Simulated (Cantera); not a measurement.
Cantera run, input and output.

```python
import numpy as np
import cantera as ct

gas = ct.Solution("gri30.yaml")
gas.TPX = 1750, 101325, {'CH4': 1, 'O2': 1.67, 'N2': 15.7}
reactor = ct.IdealGasReactor(gas, energy="on", clone=False)
net = ct.ReactorNet([reactor])
net.rtol, net.atol = 1e-08, 1e-16
show = ['CH4', 'O2', 'NO', 'C2H2', 'NO2', 'HCN', 'CH2O']
times = np.geomspace(5e-06, 3, 13)

steps = ct.SolutionArray(gas, extra=["t"])
rows = []
print(f"{'t/s':>10s}{'T/K':>9s}{'P/Pa':>11s}" + "".join(f"{s:>11s}" for s in show))
for t in times:
    while net.time < t:
        t_next = net.step()
        steps.append(gas.state, t=t_next)
    rows.append([np.interp(t, steps.t, y) for y in (steps.T, steps.P, *steps(*show).X.T)])
    print(f"{t:10.3e}{rows[-1][0]:9.1f}{rows[-1][1]:11.4g}" + "".join(f"{x:11.3e}" for x in rows[-1][2:]))
rate = np.gradient(steps.T, steps.t)
print("integrator steps:", len(steps.t))
if steps.T.max() > steps.T[0] + 200:
    print(f"time of steepest temperature rise: {steps.t[rate.argmax()]:.4e} s")
gas.TPX = 1750, 101325, {'CH4': 1, 'O2': 1.67, 'N2': 15.7}
gas.equilibrate("UV")
print(f"equilibrium (UV): T = {gas.T:.1f} K  " + "  ".join(f"{s} {gas[s].X[0]:.3e}" for s in show))
```

Output:

```
       t/s      T/K       P/Pa        CH4         O2         NO       C2H2        NO2        HCN       CH2O
 5.000e-06   1749.9  1.013e+05  5.442e-02  9.091e-02  2.943e-13  4.361e-13  9.563e-18  6.022e-15  2.727e-07
 1.515e-05   1749.7  1.013e+05  5.438e-02  9.090e-02  1.328e-12  6.677e-11  3.546e-16  6.611e-14  3.025e-06
 4.592e-05   1749.4  1.013e+05  5.420e-02  9.084e-02  7.475e-12  8.953e-09  1.175e-14  8.179e-13  3.480e-05
 1.392e-04   1751.6  1.015e+05  5.247e-02  9.003e-02  9.286e-11  2.127e-06  6.551e-13  3.633e-11  4.429e-04
 4.217e-04   2533.8  1.524e+05  1.668e-15  6.225e-03  2.811e-04  1.179e-18  2.663e-08  1.390e-10  2.801e-10
 1.278e-03   2672.9  1.594e+05  5.026e-15  3.198e-03  1.509e-03  6.207e-18  1.742e-07  1.172e-09  2.941e-10
 3.873e-03   2668.4  1.591e+05  5.718e-15  2.818e-03  3.087e-03  6.966e-18  3.398e-07  1.965e-09  3.040e-10
 1.174e-02   2666.3   1.59e+05  5.871e-15  2.730e-03  3.541e-03  7.109e-18  3.841e-07  2.189e-09  3.068e-10
 3.557e-02   2666.2   1.59e+05  5.873e-15  2.729e-03  3.545e-03  7.111e-18  3.844e-07  2.191e-09  3.068e-10
 1.078e-01   2666.2   1.59e+05  5.873e-15  2.729e-03  3.545e-03  7.111e-18  3.844e-07  2.191e-09  3.068e-10
 3.267e-01   2666.2   1.59e+05  5.873e-15  2.729e-03  3.545e-03  7.111e-18  3.844e-07  2.191e-09  3.068e-10
 9.899e-01   2666.2   1.59e+05  5.873e-15  2.729e-03  3.545e-03  7.111e-18  3.844e-07  2.191e-09  3.068e-10
 3.000e+00   2666.2   1.59e+05  5.873e-15  2.729e-03  3.545e-03  7.111e-18  3.844e-07  2.191e-09  3.068e-10
integrator steps: 1685
time of steepest temperature rise: 2.8095e-04 s
equilibrium (UV): T = 2666.2 K  CH4 7.259e-15  O2 2.729e-03  NO 3.545e-03  C2H2 7.537e-18  NO2 3.844e-07  HCN 2.191e-09  CH2O 3.068e-10
```

Cantera simulation using GRI-Mech 3.0 (53 species, 325 reactions); the numbers are that mechanism's predictions, not measurements.
